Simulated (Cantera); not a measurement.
What does this Cantera script print?

```python
import numpy as np
import cantera as ct

gas = ct.Solution("gri30.yaml")
gas.TPX = 1650, 101325, {'CO': 1, 'H2': 0.18, 'O2': 1.11, 'N2': 4.19, 'CO2': 0.19}
reactor = ct.IdealGasConstPressureReactor(gas, energy="on", clone=False)
net = ct.ReactorNet([reactor])
net.rtol, net.atol = 1e-08, 1e-16
show = ['CO', 'H2', 'O2', 'NO2', 'H']
times = np.geomspace(3e-06, 0.2, 12)

steps = ct.SolutionArray(gas, extra=["t"])
rows = []
print(f"{'t/s':>10s}{'T/K':>9s}{'P/Pa':>11s}" + "".join(f"{s:>11s}" for s in show))
for t in times:
    while net.time < t:
        t_next = net.step()
        steps.append(gas.state, t=t_next)
    rows.append([np.interp(t, steps.t, y) for y in (steps.T, steps.P, *steps(*show).X.T)])
    print(f"{t:10.3e}{rows[-1][0]:9.1f}{rows[-1][1]:11.4g}" + "".join(f"{x:11.3e}" for x in rows[-1][2:]))
rate = np.gradient(steps.T, steps.t)
print("integrator steps:", len(steps.t))
if steps.T.max() > steps.T[0] + 200:
    print(f"time of steepest temperature rise: {steps.t[rate.argmax()]:.4e} s")
gas.TPX = 1650, 101325, {'CO': 1, 'H2': 0.18, 'O2': 1.11, 'N2': 4.19, 'CO2': 0.19}
gas.equilibrate("HP")
print(f"equilibrium (HP): T = {gas.T:.1f} K  " + "  ".join(f"{s} {gas[s].X[0]:.3e}" for s in show))
```

Result:

```
       t/s      T/K       P/Pa         CO         H2         O2        NO2          H
 3.000e-06   1650.0  1.013e+05  1.499e-01  2.698e-02  1.664e-01  7.599e-19  1.185e-06
 8.235e-06   1650.0  1.013e+05  1.499e-01  2.690e-02  1.663e-01  2.554e-16  3.745e-05
 2.260e-05   1685.8  1.013e+05  1.345e-01  2.685e-03  1.375e-01  3.429e-10  9.029e-03
 6.205e-05   1901.8  1.013e+05  8.517e-02  2.186e-03  1.059e-01  8.864e-09  1.413e-02
 1.703e-04   2176.6  1.013e+05  6.763e-02  1.892e-03  1.021e-01  4.226e-08  7.453e-03
 4.675e-04   2422.7  1.013e+05  5.071e-02  1.274e-03  9.920e-02  2.414e-07  2.978e-03
 1.283e-03   2583.8  1.013e+05  3.598e-02  8.367e-04  9.465e-02  1.251e-06  1.307e-03
 3.523e-03   2604.9  1.013e+05  3.300e-02  7.628e-04  9.160e-02  3.713e-06  1.089e-03
 9.670e-03   2598.1  1.013e+05  3.247e-02  7.544e-04  8.843e-02  7.004e-06  1.049e-03
 2.654e-02   2595.3  1.013e+05  3.225e-02  7.510e-04  8.713e-02  8.339e-06  1.033e-03
 7.286e-02   2595.2  1.013e+05  3.224e-02  7.509e-04  8.708e-02  8.385e-06  1.032e-03
 2.000e-01   2595.2  1.013e+05  3.224e-02  7.509e-04  8.708e-02  8.385e-06  1.032e-03
integrator steps: 1160
time of steepest temperature rise: 2.1707e-05 s
equilibrium (HP): T = 2595.2 K  CO 3.224e-02  H2 7.509e-04  O2 8.708e-02  NO2 8.385e-06  H 1.032e-03
```

Model: GRI-Mech 3.0 (53 species, 325 reactions), integrated in Cantera.
